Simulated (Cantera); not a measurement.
## Ignition delay

Mixture: CH4 : H2 : O2 : N2 = 1 : 0.61 : 1.54 : 5.78 (molar parts), at 100000 Pa, adiabatic and at constant pressure. Ignition delay is the time to a rise of 400 K.

Model: GRI-Mech 3.0 (53 species, 325 reactions), integrated in Cantera.

| T0 (K) | delay (ms) |
|---|---|
| 1200 | 2.38 |
| 1275 | 1.25 |
| 1350 | 0.686 |
| 1425 | 0.397 |
| 1500 | 0.242 |

```json
{
 "apparent activation energy between 1350 and 1500 K": "120 kJ/mol"
}
```
